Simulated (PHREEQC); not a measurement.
A PHREEQC input (ion-association model, wateq4f.dat):

```
SOLUTION 1
  temp 25
  units mg/L
  pH 12.5
  pe -1.3
  Na 12.2
  K 5.77
  Ca 4.98
  Mg 5.55
  Cl 10.7
  S(6) 27.6 as SO4
  Alkalinity 32.2 as HCO3
  Zn 0.0927
  Mn(2) 1.51
  B 0.00256
  Ba 2.75
END
USE solution 1
EQUILIBRIUM_PHASES 1
  Quartz 0 0.5
  CO2(g) -2.5 10
END
```

It stops with these messages:

```
WARNING: Maximum iterations exceeded, 100
WARNING: Maximum iterations exceeded, 100
WARNING: The program has failed to converge to a numerical solution.
ERROR:           Alkalinity has not converged. Total: 5.280422e-04	Calculated: 3.678785e-02	Residual: -3.625981e-02
ERROR: Is non-carbonate alkalinity greater than total alkalinity?
ERROR:                    B has not converged. Total: 2.369697e-07	Calculated: 2.279548e-07	Residual: 9.014908e-09
ERROR:                   Ba has not converged. Total: 2.003615e-05	Calculated: 1.613770e-05	Residual: 3.898447e-06
ERROR:                   Ca has not converged. Total: 1.243312e-04	Calculated: 9.438389e-05	Residual: 2.994732e-05
ERROR:                   Cl has not converged. Total: 3.020017e-04	Calculated: 3.474771e-04	Residual: -4.547541e-05
ERROR:                    K has not converged. Total: 1.476575e-04	Calculated: 1.700541e-04	Residual: -2.239666e-05
ERROR:                   Mg has not converged. Total: 2.284288e-04	Calculated: 2.151701e-04	Residual: 1.325871e-05
ERROR:                Mn(2) has not converged. Total: 2.750316e-05	Calculated: 2.569397e-05	Residual: 1.809197e-06
ERROR:                   Na has not converged. Total: 5.310106e-04	Calculated: 6.100435e-04	Residual: -7.903292e-05
ERROR:                 S(6) has not converged. Total: 2.874928e-04	Calculated: 2.444910e-04	Residual: 4.300179e-05
ERROR:                   Zn has not converged. Total: 1.418992e-06	Calculated: 1.321884e-06	Residual: 9.710752e-08
ERROR:                   Mu Ionic strength has not converged. 	Residual: 1.872582e-04
ERROR:               A(H2O) Activity of water has not converged. 	Residual: 6.426610e-04
ERROR: Model failed to converge for initial solution  1.
```

**Question.** Why does the run stop?

**Answer.** The fault: pH typed as 12.5 with the alkalinity kept. The line should read `pH 8.55` where the input has `pH 12.5`. With the mend the run ends at pH 7.02 and ionic strength 0.00206 mol/kgw.
